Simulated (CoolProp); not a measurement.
A simple Rankine cycle with carbonyl sulfide: condensing at 307.15 K, boiler at 3.49 MPa, turbine inlet 494.7 K, turbine efficiency 0.6, pump efficiency 0.7, no recuperator. Each further row changes one setting.

Computed with CoolProp (reference Helmholtz-energy equation of state, Lemmon 2006). It is a short technical equation, of lower accuracy than the large ones.

```tsv
case	thermal efficiency (%)	net work (kJ/kg)	heat in (kJ/kg)	turbine exit temperature (K)	volume ratio over the turbine
as stated	6.6	…	381	448.8	2.05
turbine inlet 514.7 K	6.7	26.5	…	468.4	2.05
condensing temperature 299.15 K	7.9	31.0	392	439.0	2.45
boiler pressure 2.44 MPa	…	14.8	389	470.1	1.48
turbine efficiency 0.5	5.4	…	381	454.4	2.08
```

**Question.** What belongs in the gaps?

**Answer.** 
- as stated, net work (kJ/kg): 25.1
- turbine inlet 514.7 K, heat in (kJ/kg): 399
- boiler pressure 2.44 MPa, thermal efficiency (%): 3.8
- turbine efficiency 0.5, net work (kJ/kg): 20.4
